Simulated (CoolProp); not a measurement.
Vapour-liquid equilibrium of trans-2-butene (1) + acetone (2) at 336.7 K; x and y are mole fractions of (1).

Model: multi-fluid Helmholtz-energy mixture model, Lemmon 2005 and Lemmon 2006; pair parameters Bell 2016, in CoolProp.

**Question.** Give the bubble pressure and the first vapour's composition at x = 0.35, 0.65, 0.8. Is there an azeotrope?

**Answer.** x = 0.35: 4.638 bar, y = 0.774; x = 0.65: 5.802 bar, y = 0.861; x = 0.8: 6.240 bar, y = 0.903. No azeotrope shows between x = 0.05 and 0.95.

Pair parameters are fitted to limited data, so mixtures are less certain than the pure fluids.
